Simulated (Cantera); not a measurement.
What does this Cantera script print?

```python
import numpy as np
import cantera as ct

gas = ct.Solution("gri30.yaml")
gas.TPX = 1075, 100000, {'N2O': 1, 'H2O': 0.068}
reactor = ct.IdealGasConstPressureReactor(gas, energy="off", clone=False)
net = ct.ReactorNet([reactor])
net.rtol, net.atol = 1e-08, 1e-18
show = ['N2O', 'NO', 'N2', 'NO2', 'O2', 'O']
times = np.geomspace(0.0004, 200, 13)

steps = ct.SolutionArray(gas, extra=["t"])
rows = []
print(f"{'t/s':>10s}{'T/K':>9s}{'P/Pa':>11s}" + "".join(f"{s:>11s}" for s in show))
for t in times:
    while net.time < t:
        t_next = net.step()
        steps.append(gas.state, t=t_next)
    rows.append([np.interp(t, steps.t, y) for y in (steps.T, steps.P, *steps(*show).X.T)])
    print(f"{t:10.3e}{rows[-1][0]:9.1f}{rows[-1][1]:11.4g}" + "".join(f"{x:11.3e}" for x in rows[-1][2:]))
rate = np.gradient(steps.T, steps.t)
print("integrator steps:", len(steps.t))
if steps.T.max() > steps.T[0] + 200:
    print(f"time of steepest temperature rise: {steps.t[rate.argmax()]:.4e} s")
gas.TPX = 1075, 100000, {'N2O': 1, 'H2O': 0.068}
gas.equilibrate("TP")
print(f"equilibrium (TP): T = {gas.T:.1f} K  " + "  ".join(f"{s} {gas[s].X[0]:.3e}" for s in show))
```

Result:

```
       t/s      T/K       P/Pa        N2O         NO         N2        NO2         O2          O
 4.000e-04   1075.0      1e+05  9.363e-01  1.113e-06  1.871e-05  5.344e-10  8.682e-06  2.388e-07
 1.194e-03   1075.0      1e+05  9.362e-01  3.347e-06  5.687e-05  3.014e-08  2.646e-05  2.384e-07
 3.564e-03   1075.0      1e+05  9.361e-01  9.291e-06  1.721e-04  8.252e-07  8.089e-05  2.378e-07
 1.064e-02   1075.0      1e+05  9.355e-01  2.285e-05  5.188e-04  7.338e-06  2.460e-04  2.373e-07
 3.175e-02   1075.0      1e+05  9.340e-01  5.399e-05  1.560e-03  3.564e-05  7.379e-04  2.346e-07
 9.476e-02   1075.0      1e+05  9.294e-01  1.418e-04  4.652e-03  1.201e-04  2.199e-03  2.261e-07
 2.828e-01   1075.0      1e+05  9.159e-01  4.601e-04  1.366e-02  2.809e-04  6.504e-03  2.106e-07
 8.442e-01   1075.0      1e+05  8.776e-01  1.542e-03  3.914e-02  4.662e-04  1.883e-02  1.926e-07
 2.520e+00   1075.0      1e+05  7.775e-01  4.493e-03  1.058e-01  5.955e-04  5.134e-02  1.730e-07
 7.521e+00   1075.0      1e+05  5.637e-01  1.046e-02  2.485e-01  6.290e-04  1.211e-01  1.434e-07
 2.245e+01   1075.0      1e+05  2.640e-01  1.745e-02  4.491e-01  5.648e-04  2.198e-01  9.276e-08
 6.701e+01   1075.0      1e+05  5.304e-02  2.014e-02  5.915e-01  4.550e-04  2.904e-01  2.941e-08
 2.000e+02   1075.0      1e+05  1.493e-03  1.987e-02  6.267e-01  5.727e-04  3.080e-01  1.635e-09
integrator steps: 1621
equilibrium (TP): T = 1075.0 K  N2O 5.180e-09  NO 7.510e-05  N2 6.377e-01  NO2 3.053e-06  O2 3.188e-01  O 7.455e-10
```

Computed with Cantera and GRI-Mech 3.0 (53 species, 325 reactions). GRI-Mech 3.0 was tuned for natural gas; its chemistry of N2O as a main component is partial and can be far from experiment. The mechanism lacks the step 2 NO + O2 → 2 NO2, which can matter for NO2 below about 1400 K. The temperature is held fixed by assumption; the heat of reaction is taken as removed at once.
